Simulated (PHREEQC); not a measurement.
**Metal-bearing waste water (model solution)**

Make-up at 2.8 °C: 0.23 mol/kgw CdCl2, 0.0033 mol/kgw MgSO4, 0.073 mol/kgw H2SO4 and 1 mol/kgw NaCl. Closed to the air; pH follows from the charge balance.

Equilibrium calculation in PHREEQC: ion-association model, wateq4f.dat.

This is a speciation only: nothing precipitates in the calculation.

Question: What pH, activity of water does the model give?

Answer: pH 1.07; activity of water 0.959.

Question: In which forms is Cd present?

Answer: CdCl2 47 %, CdCl+ 32 %, CdCl3- 20 %, Cd+2 1.0 % of the Cd.

Caution: at this ionic strength the ion-association model is outside its range; a Pitzer model would be the better tool where its parameters exist. At this temperature some constants are extrapolated from 25 °C, and those without enthalpy data are left unchanged.
